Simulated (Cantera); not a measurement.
Input (Python, Cantera):

```python
import numpy as np
import cantera as ct

gas = ct.Solution("h2o2.yaml")
gas.TPX = 550, 23000, {'H2': 1, 'O2': 0.333, 'N2': 1.33}
flame = ct.FreeFlame(gas, width=0.11)
flame.set_refine_criteria(ratio=3, slope=0.08, curve=0.16)
flame.transport_model = "mixture-averaged"
flame.solve(loglevel=0, auto=True)
z, T = flame.grid, flame.T
thick = (T[-1] - T[0]) / np.gradient(T, z).max()
show = ['H2', 'O2', 'H2O2', 'HO2', 'O', 'OH']
print(f"laminar burning velocity  {flame.velocity[0] * 100:.3f} cm/s")
print(f"burnt temperature         {T[-1]:.1f} K")
print(f"thermal thickness         {thick * 1e3:.4f} mm")
print(f"grid points               {len(z)}")
z0 = z[flame.heat_release_rate.argmax()]
print(f"{'z/mm':>9s}{'T/K':>9s}{'u/(m/s)':>9s}" + "".join(f"{s:>11s}" for s in show))
rows = []
for k in (-3, -2, -1.5, -1, -0.5, -0.25, 0, 0.25, 0.5, 1, 2, 4, 8):
    zz = z0 + k * thick
    rows.append([k * thick, np.interp(zz, z, T), np.interp(zz, z, flame.velocity),
                 *(np.interp(zz, z, flame.X[gas.species_index(s)]) for s in show)])
    print(f"{rows[-1][0] * 1e3:9.3f}{rows[-1][1]:9.1f}{rows[-1][2]:9.3f}" + "".join(f"{x:11.3e}" for x in rows[-1][3:]))
```

Result:

```
laminar burning velocity  616.351 cm/s
burnt temperature         2349.8 K
thermal thickness         2.9999 mm
grid points               139
     z/mm      T/K  u/(m/s)         H2         O2       H2O2        HO2          O         OH
   -9.000    550.0    6.164  3.755e-01  1.250e-01  1.004e-17  3.802e-14  6.217e-18  1.899e-19
   -6.000    550.0    6.164  3.755e-01  1.250e-01  4.336e-16  1.391e-11  6.998e-15  2.532e-16
   -4.500    550.0    6.164  3.755e-01  1.250e-01  4.985e-14  9.376e-10  8.436e-13  3.706e-14
   -3.000    550.0    6.164  3.755e-01  1.250e-01  9.027e-11  2.994e-07  5.314e-10  7.524e-11
   -1.500    559.5    6.260  3.739e-01  1.249e-01  1.126e-06  8.587e-05  7.511e-06  3.754e-05
   -0.750    714.2    7.884  3.487e-01  1.206e-01  2.317e-06  5.427e-05  2.221e-04  4.049e-04
    0.000   1123.8   12.046  2.156e-01  7.514e-02  6.956e-07  2.001e-05  5.463e-03  2.593e-03
    0.750   1399.7   14.830  1.109e-01  1.566e-02  6.743e-07  4.000e-06  7.576e-03  5.959e-03
    1.500   1509.4   15.882  1.027e-01  7.886e-03  5.499e-07  1.834e-06  6.787e-03  7.372e-03
    3.000   1630.8   17.014  1.083e-01  6.258e-03  3.782e-07  1.285e-06  6.167e-03  8.798e-03
    6.000   1768.0   18.257  1.151e-01  4.918e-03  2.157e-07  9.020e-07  5.146e-03  9.955e-03
   12.000   1913.0   19.533  1.214e-01  3.479e-03  1.115e-07  5.948e-07  3.804e-03  1.041e-02
   23.999   2049.2   20.697  1.265e-01  2.184e-03  5.830e-08  3.777e-07  2.455e-03  9.825e-03
```

Model: the H2/O2 subset of GRI-Mech 3.0, which has no nitrogen chemistry, integrated in Cantera. Burning velocities carry a grid error of a few per cent, more on coarse grids.
